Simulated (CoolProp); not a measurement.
Values from CoolProp's reference Helmholtz-energy equation of state, Lemmon 2006. It is a short technical equation, of lower accuracy than the large ones.

### Question
Give the vapour pressure (MPa), liquid density (kg/m³), vapour density (kg/m³), surface tension (mN/m) of saturated CH3F (R41) at 205.2 K.

### Answer
```csv
T (K),p (MPa),liquid density (kg/m³),vapour density (kg/m³),surface tension (mN/m)
205.2,0.174,859,3.69,13.9
```

Surface tension comes from a separate correlation (Mulero 2012).
